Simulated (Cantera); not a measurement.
## Equilibrium for silicon nitride deposition: Si2Cl6 + N2 + H2

Input: 1 mol Si2Cl6, 1.2 mol N2, 0.63 mol H2.

Equilibrium computed with Cantera from the NASA thermochemical tables; the gas is ideal and each condensed phase is pure. Candidate condensed phases: NH4Cl, Si, Si3N4; 28 gas species. The feed counts by its element totals alone. N2 is the only nitrogen source here; it is nearly inert below about 1500 K, so the nitride shown seldom forms there in practice. The tables' values for SiCl3 are old estimates. Kinetics and transport are ignored.

Question: Map the stable condensed phases over T = 1100, 1200, 1300, 1400, 1500, 1600, 1700, 1800, 1900 K and P in Pa = 5, 13, 36, 98, 260, 710, 1900, 5100, 14000, 37000, 100000.

Answer: 
```
T in K \ P in Pa
              5     13     36     98    260    710   1900   5100  14000  37000 100000
   1900       A      A      A      A      A      A      A      A      A      A      A
   1800       A      A      A      A      A      A      A      A      A      A      B
   1700       A      A      A      A      A      A      A      A      A      B      B
   1600       A      A      A      A      A      A      A      A      B      B      B
   1500       A      A      A      A      A      A      B      B      B      B      B
   1400       A      A      A      A      B      B      B      B      B      B      B
   1300       A      A      B      B      B      B      B      B      B      B      B
   1200       B      B      B      B      B      B      B      B      B      B      B
   1100       B      B      B      B      B      B      B      B      B      B      B
```
A: gas only; B: Si3N4.
